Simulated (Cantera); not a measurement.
Input (Python, Cantera):

```python
import numpy as np
import cantera as ct

gas = ct.Solution("gri30.yaml")
gas.TPX = 973, 1333, {'H2': 0.056, 'O2': 1}
reactor = ct.IdealGasConstPressureReactor(gas, energy="off", clone=False)
net = ct.ReactorNet([reactor])
net.rtol, net.atol = 1e-08, 1e-18
show = ['H2', 'O2', 'H2O2', 'O', 'H2O', 'OH', 'HO2']
times = np.geomspace(2e-06, 100, 9)

steps = ct.SolutionArray(gas, extra=["t"])
rows = []
print(f"{'t/s':>10s}{'T/K':>9s}{'P/Pa':>11s}" + "".join(f"{s:>11s}" for s in show))
for t in times:
    while net.time < t:
        t_next = net.step()
        steps.append(gas.state, t=t_next)
    rows.append([np.interp(t, steps.t, y) for y in (steps.T, steps.P, *steps(*show).X.T)])
    print(f"{t:10.3e}{rows[-1][0]:9.1f}{rows[-1][1]:11.4g}" + "".join(f"{x:11.3e}" for x in rows[-1][2:]))
rate = np.gradient(steps.T, steps.t)
print("integrator steps:", len(steps.t))
if steps.T.max() > steps.T[0] + 200:
    print(f"time of steepest temperature rise: {steps.t[rate.argmax()]:.4e} s")
gas.TPX = 973, 1333, {'H2': 0.056, 'O2': 1}
gas.equilibrate("TP")
print(f"equilibrium (TP): T = {gas.T:.1f} K  " + "  ".join(f"{s} {gas[s].X[0]:.3e}" for s in show))
```

It prints:

```
       t/s      T/K       P/Pa         H2         O2       H2O2          O        H2O         OH        HO2
 2.000e-06    973.0       1333  5.303e-02  9.470e-01  1.807e-19  2.829e-15  2.250e-17  2.814e-15  4.560e-13
 1.834e-05    973.0       1333  5.303e-02  9.470e-01  1.495e-17  2.247e-13  1.419e-14  2.149e-13  4.185e-12
 1.682e-04    973.0       1333  5.303e-02  9.470e-01  1.256e-15  1.483e-11  7.036e-12  1.052e-11  3.863e-11
 1.542e-03    973.0       1333  5.303e-02  9.470e-01  1.154e-13  3.002e-09  4.845e-09  1.336e-09  4.345e-10
 1.414e-02    973.0       1333  1.483e-03  9.273e-01  1.380e-07  1.434e-02  4.753e-02  1.610e-03  8.063e-06
 1.297e-01    973.0       1333  2.357e-05  9.451e-01  7.610e-08  3.646e-04  5.434e-02  1.676e-04  1.815e-06
 1.189e+00    973.0       1333  2.935e-07  9.455e-01  1.782e-08  6.021e-06  5.446e-02  2.183e-05  8.988e-08
 1.091e+01    973.0       1333  1.008e-08  9.455e-01  2.638e-09  2.778e-07  5.447e-02  4.689e-06  5.206e-09
 1.000e+02    973.0       1333  7.361e-10  9.455e-01  3.484e-10  2.231e-08  5.447e-02  1.325e-06  5.190e-10
integrator steps: 1941
equilibrium (TP): T = 973.0 K  H2 1.867e-11  O2 9.455e-01  H2O2 1.207e-11  O 5.736e-10  H2O 5.447e-02  OH 2.122e-07  HO2 4.631e-10
```

Computed with Cantera and GRI-Mech 3.0 (53 species, 325 reactions). Radical loss at walls, strong at low pressure, is not modelled. The temperature is held fixed by assumption; the heat of reaction is taken as removed at once.
